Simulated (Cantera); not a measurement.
# Adiabatic ignition

An adiabatic, constant-pressure homogeneous reactor starts with CO : H2 : CH4 : O2 : N2 : CO2 = 1 : 0.76 : 0.25 : 3.54 : 13.3 : 0.089 (molar parts), equivalence ratio 0.39, at 1400 K and 8.50 bar.

Detailed kinetics in Cantera: GRI-Mech 3.0 (53 species, 325 reactions).

```csv
t (s),T (K),x CO,x H2,x CH4,x CH3,x CH2,x C2H2
2.00e-6,1400,0.0528,0.0401,0.0132,1.93e-6,6.19e-12,<1e-12
4.11e-6,1400,0.0528,0.0401,0.0132,3.38e-5,1.83e-9,<1e-12
8.46e-6,1492,0.0541,0.0326,0.00918,0.000525,2.44e-6,3.56e-7
1.74e-5,2138,0.0189,0.00130,<1e-12,<1e-12,<1e-12,<1e-12
3.58e-5,2301,0.00369,0.000384,<1e-12,<1e-12,<1e-12,<1e-12
7.37e-5,2331,0.00126,0.000185,<1e-12,<1e-12,<1e-12,<1e-12
0.000152,2333,0.00104,0.000170,<1e-12,<1e-12,<1e-12,<1e-12
0.000312,2333,0.00104,0.000169,<1e-12,<1e-12,<1e-12,<1e-12
0.000641,2333,0.00104,0.000169,<1e-12,<1e-12,<1e-12,<1e-12
0.00132,2332,0.00104,0.000169,<1e-12,<1e-12,<1e-12,<1e-12
0.00271,2331,0.00103,0.000168,<1e-12,<1e-12,<1e-12,<1e-12
0.00558,2328,0.00102,0.000166,<1e-12,<1e-12,<1e-12,<1e-12
0.0115,2324,0.000995,0.000163,<1e-12,<1e-12,<1e-12,<1e-12
0.0236,2318,0.000965,0.000158,<1e-12,<1e-12,<1e-12,<1e-12
0.0486,2312,0.000939,0.000155,<1e-12,<1e-12,<1e-12,<1e-12
0.100,2310,0.000929,0.000153,<1e-12,<1e-12,<1e-12,<1e-12
```
x: mole fraction; the columns are a selection and need not sum to one.

```yaml
time_of_steepest_temperature_rise: 10.2 µs
temperature at 0.100 s: 2310 K
equilibrium_temperature: 2310 K
x(CO) at 0.100 s: 0.000929 (gas-phase equilibrium 0.000928)
x(H2) at 0.100 s: 0.000153 (gas-phase equilibrium 0.000153)
x(CH4) at 0.100 s: <1e-12 (gas-phase equilibrium <1e-12)
```
